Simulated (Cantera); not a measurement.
Predominance diagram of Li at 1100 K against the partial pressures of O₂ and H₂O (log10, bar). Standard-state values (1 bar) from the NASA 1993 polynomials, evaluated with Cantera. Candidates: Li(l), LiH(l), LiOH(l), Li₂O(s). Only these pure phases compete in this equilibrium. Not in the tables: the peroxide.

Which phase is stable at these pairs, and which metal-bearing vapour leads over it? (-13.6, -3.5); (-8.4, -6.5); (-9.3, -11); (-16.1, -11); (-10.1, -8); (-14.4, -5); (-16.1, -3.5)


| log p(O₂) | log p(H₂O) | phase | chief vapour | log p (bar) |
|---|---|---|---|---|
| -13.6 | -3.5 | Li₂O(s) | LiOH | -5.5 |
| -8.4 | -6.5 | Li₂O(s) | LiOH | -7.0 |
| -9.3 | -11 | Li₂O(s) | LiOH | -9.3 |
| -16.1 | -11 | Li₂O(s) | Li | -9.0 |
| -10.1 | -8 | Li₂O(s) | LiOH | -7.8 |
| -14.4 | -5 | Li₂O(s) | LiOH | -6.3 |
| -16.1 | -3.5 | Li₂O(s) | LiOH | -5.5 |
